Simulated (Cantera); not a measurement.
A freely propagating, adiabatic, planar premixed flame of H2 : O2 : N2 = 1 : 0.847 : 3.19 (molar parts), unburnt at 675 K and 0.178 atm; mixture-averaged transport, grid criteria slope 0.08 and curve 0.16, no radiation.

Computed with Cantera and the H2/O2 subset of GRI-Mech 3.0, which has no nitrogen chemistry. Burning velocities carry a grid error of a few per cent, more on coarse grids. Lean hydrogen flames are cellular in practice and burn faster than this planar one.

Q: What does this change do: inlet temperature 675 to 625 K?

A: 
```
quantity                    before     after
------------------------  --------  --------
laminar burning velocity  592 cm/s  481 cm/s
thermal thickness          4.60 mm   4.29 mm
peak x(H)                   0.0461    0.0424
peak x(O)                   0.0178    0.0166
peak x(H2O2)               1.60e-6   1.62e-6
```
